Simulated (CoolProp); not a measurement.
Vapour-liquid equilibrium of CH2F2 (R32) (1) + R236FA (2) at 116 kPa; x and y are mole fractions of (1).

Computed with CoolProp (multi-fluid Helmholtz-energy mixture model, Tillner-Roth 1997 and Pan 2012; pair parameters Bell 2016).

```
x     bubble temperature (K)  y at the bubble point  dew temperature at overall composition x (K)  liquid density (mol/L)
----  ----------------------  ---------------------  --------------------------------------------  ----------------------
0.05                   268.3                  0.268                                         273.8                     ___
0.2                    253.0                  0.688                                         270.2                   11.18
0.35                   243.1                    ___                                         266.0                     ___
0.5                    236.6                  0.915                                         261.0                   14.28
0.65                     ___                  0.953                                         254.9                   16.26
0.8                    228.2                    ___                                         246.5                   18.72
0.95                   225.2                  0.995                                         232.3                   21.89
```

Complete the blanks.


- 0.05, liquid density (mol/L): 9.867
- 0.35, y at the bubble point: 0.845
- 0.35, liquid density (mol/L): 12.62
- 0.65, bubble temperature (K): 231.9
- 0.8, y at the bubble point: 0.977

No azeotrope shows between x = 0.05 and 0.95.

The pair parameters rest on a limited set of measurements; away from them the model extrapolates. The gap from Raoult's law changes sign with composition, which may be real or a fault of the pair parameters; it wasn't checked against measurements.
